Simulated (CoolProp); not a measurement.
Saturation properties of vinyl chloride.

The numbers come from the reference Helmholtz-energy equation of state, Thol 2022 in CoolProp.

```tsv
T (°C)	p (MPa)	liquid density (kg/m³)	vapour density (kg/m³)	enthalpy of vaporisation (kJ/kg)
10.45	0.2495	926.4	7.000	335.1
24.25	0.3862	…	10.55	322.9
38.05	…	…	15.35	310.0
51.95	0.8213	846.1	21.75	296.0
65.75	1.139	816.7	30.07	280.7
79.65	1.542	784.7	…	263.4
93.45	2.037	749.7	55.25	243.8
107.35	2.647	709.5	74.54	…
121.15	3.379	661.3	…	191.2
```

Problem. Fill in the missing entries.

Solution. 
- 24.25, liquid density (kg/m³): 900.7
- 38.05, p (MPa): 0.5728
- 38.05, liquid density (kg/m³): 874.1
- 79.65, vapour density (kg/m³): 41.00
- 107.35, enthalpy of vaporisation (kJ/kg): 220.3
- 121.15, vapour density (kg/m³): 101.5

It boils at -13.9 °C under 1 atm.
